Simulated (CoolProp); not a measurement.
R113 at several states: Z from the reference equation and from simpler models built on Tc = 487.2 K, pc = 33.92 bar, ω = 0.253; each cubic takes its own stable root.

The numbers come from the reference Helmholtz-energy equation of state, Marx 1992 in CoolProp.

```json
[
 {"T (K)": "332.5", "p (bar)": "0.123", "phase": "gas", "reference": "0.9958"},
 {"T (K)": "460.8", "p (bar)": "12.6", "phase": "gas", "reference": "0.8269"},
 {"T (K)": "402.4", "p (bar)": "27.7", "phase": "liquid", "reference": "0.1197"},
 {"T (K)": "317.4", "p (bar)": "4.08", "phase": "liquid", "reference": "0.01909"}
]
```

Q: How far does each simpler model (Redlich-Kwong, Soave-Redlich-Kwong, Peng-Robinson) lie from the reference over these 4 states: mean and median of the absolute difference, and the worst?

A: 
- Redlich-Kwong: mean 6.6 %, median 5.9 %, worst +14.5 % at 402.4 K and 27.7 bar
- Soave-Redlich-Kwong: mean 4.3 %, median 3.7 %, worst +9.7 % at 402.4 K and 27.7 bar
- Peng-Robinson: mean 2.4 %, median 2.4 %, worst -4.9 % at 317.4 K and 4.08 bar
